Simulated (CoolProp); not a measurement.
Vapour-liquid equilibrium of R1234ze(E) (1) + R227EA (2) at 188.8 K; x and y are mole fractions of (1).

The numbers come from the multi-fluid Helmholtz-energy mixture model, Thol 2016 and Lemmon 2016; pair parameters Bell 2023 in CoolProp.

Question: Give the bubble pressure and the first vapour's composition at x = 0.05, 0.15, 0.35. Is there an azeotrope?

Answer: x = 0.05: 0.001425 MPa, y = 0.063; x = 0.15: 0.001465 MPa, y = 0.185; x = 0.35: 0.001541 MPa, y = 0.405. No azeotrope shows between x = 0.05 and 0.95.

Pair parameters are fitted to limited data, so mixtures are less certain than the pure fluids.
